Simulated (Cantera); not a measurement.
A Cantera script and its output.

```python
import numpy as np
import cantera as ct

gas = ct.Solution("gri30.yaml")


def delay(T, t_max=10):
    gas.TPX = T, 101325, {'CH4': 1, 'O2': 1.67, 'N2': 6.27}
    reactor = ct.IdealGasConstPressureReactor(gas, clone=False)
    net = ct.ReactorNet([reactor])
    net.rtol, net.atol = 1e-8, 1e-16
    while net.time < t_max:
        t_old, T_old = net.time, reactor.T
        net.step()
        if reactor.T > T + 400:  # ignition: a rise of 400 K
            return t_old + (T + 400 - T_old) / (reactor.T - T_old) * (net.time - t_old)
    return np.nan


taus = []
for T in [1300, 1350, 1400, 1450, 1500, 1550, 1600, 1650]:
    taus.append(delay(T))
    print(f"T0 = {T:6g} K   tau = {taus[-1]:.4e} s")
```

Output:

```
T0 =   1300 K   tau = 1.2810e-02 s
T0 =   1350 K   tau = 6.8090e-03 s
T0 =   1400 K   tau = 3.7374e-03 s
T0 =   1450 K   tau = 2.1219e-03 s
T0 =   1500 K   tau = 1.2492e-03 s
T0 =   1550 K   tau = 7.6408e-04 s
T0 =   1600 K   tau = 4.8577e-04 s
T0 =   1650 K   tau = 3.2051e-04 s
```

Cantera simulation using GRI-Mech 3.0 (53 species, 325 reactions); the numbers are that mechanism's predictions, not measurements.
